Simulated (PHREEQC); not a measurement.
Solution (20 °C): 0.061 mol CdCl2, 0.014 mol NaOH and 0.051 mol HCl per kg of water. Closed to the air; pH follows from the charge balance.

The numbers come from PHREEQC with the ion-association model, wateq4f.dat.

This is a speciation only: nothing precipitates in the calculation.

Question: What pH, ionic strength does the model give?

Answer: pH 1.52; ionic strength 0.123 mol/kgw.

Question: In which forms is Cd present?

Answer: CdCl+ 64 %, Cd+2 18 %, CdCl2 17 %, CdCl3- 1.1 % of the Cd.
